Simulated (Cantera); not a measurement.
**Ammonia decomposition in nitride growth gas**

A perfectly stirred reactor is fed with 69.0 % NH₃, 31.0 % H₂, at 128 Torr; it is held at 1750 K, and followed from long to short residence time.

Detailed kinetics in Cantera: the gas-phase N/H chemistry of the illustrative SiF4/NH3 mechanism in the Surface Chemkin manual (1991). Walls and surfaces, which speed up NH3 decomposition in real reactors, are not modelled.

```
τ (s)   x NH₃   x H₂     x NH₂      x N₂       x H   x N₂H₂
------  -----  -----  --------  --------  --------  -------
4.8     0.271  0.605  0.000143     0.124  0.000122  3.87e-7
1.2     0.487  0.453  0.000210    0.0598   7.49e-5  8.74e-7
0.30    0.624  0.357  0.000246    0.0194   5.40e-5  1.26e-6
0.074   0.672  0.322  0.000255   0.00506   4.71e-5  1.38e-6
0.018   0.685  0.313  0.000247   0.00113   4.34e-5  1.29e-6
0.0045  0.689  0.311  0.000206  0.000181   3.57e-5  8.50e-7
0.0011  0.689  0.310   9.61e-5   7.37e-6   1.66e-5  1.55e-7
```
x: mole fraction; the columns are a selection and need not sum to one.
